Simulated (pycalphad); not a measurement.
## Effect of B content in Ti-B

All values are pycalphad results on the COST 507 light-alloy database (1999) (1 atm), not direct measurements. The data set is of 1999 and partly superseded. Phase fractions are per mole of atoms. Diffusion is slow at the low end, where real alloys seldom reach equilibrium.

### Question
One of these alloys has its liquidus at 1654 °C, its solidus at 1541 °C, and holds hcp 0.99, BM 0.01 at 417 °C. Which?
A. Ti-1.74B (at.%)
B. Ti-0.87B (at.%)
C. Ti-1.3B (at.%)
D. Ti-0.65B (at.%)
E. Ti-0.22B (at.%)

### Answer
D, Ti-0.65B (at.%). The others: Ti-0.22B (at.%), liquidus 1663, solidus 1541; Ti-0.87B (at.%), liquidus 1649, solidus 1541; Ti-1.3B (at.%), liquidus 1640, solidus 1541; Ti-1.74B (at.%), liquidus 1631, solidus 1541

Database names, with the compositions (at.%) that they take in these runs: BM: Ti 50 B 50.
